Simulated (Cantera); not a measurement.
Standard-state values (1 bar) from the NASA 1993 polynomials, evaluated with Cantera. Values are per mole of reaction as written; species without (g) are pure solids or liquids, kept so even where they would boil at 1 bar.

Q: Between 2000 and 2800 K, where is each reaction favourable under standard conditions?
- 2 Cu + Cl2(g) = 0.6667 Cu3Cl3(g)
- 0.5 Ti + Cl2(g) = 0.5 TiCl4(g)
- 0.6667 B + Cl2(g) = 0.6667 BCl3(g)

A: 
- 2 Cu + Cl2(g) = 0.6667 Cu3Cl3(g): ΔG° is -146 kJ at 2000 K and -117 kJ at 2800 K; it stays negative (K > 1). ΔH° is -227 kJ and ΔS° -40 J/K at 2800 K.
- 0.5 Ti + Cl2(g) = 0.5 TiCl4(g): ΔG° is -260 kJ at 2000 K and -206 kJ at 2800 K; it stays negative (K > 1). ΔH° is -399 kJ and ΔS° -69 J/K at 2800 K.
- 0.6667 B + Cl2(g) = 0.6667 BCl3(g): ΔG° is -201 kJ at 2000 K and -165 kJ at 2800 K; it stays negative (K > 1). ΔH° is -308 kJ and ΔS° -51 J/K at 2800 K.
